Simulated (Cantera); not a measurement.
Charge: 1 mol SiF4, 1.4 mol NO, 43 mol N2, held at 1298.15 K and 0.000710 bar.

Method: chemical equilibrium by Gibbs-energy minimisation in Cantera with the NASA 1993 tables (ideal gas, pure condensed phases). Candidate condensed phases: Si, SiO2, Si2N2O, Si3N4; 28 gas species. Rates play no part.

Problem. What is the equilibrium state?

Solution. 
| Item | Value |
|---|---|
| x(N2) | 0.962 |
| x(SiF4) | 0.0220 |
| x(O2) | 0.0154 |
| x(NO) | 0.000117 |
| gas amount | 45.40 mol |
| log10 activity of Si(s) (absent) | -22.33 |
